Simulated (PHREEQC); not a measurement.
Make-up at 5 °C: 0.032 mol BaCl2, 0.019 mol CO2 and 0.055 mol KCl per kg of water. Closed to the air; pH follows from the charge balance.

Computed with PHREEQC (ion-association model, phreeqc.dat).

No solid was allowed to form.

Task: Predict the pH.

Result: pH 4.09.

Constants without temperature data keep their 25 °C values here.
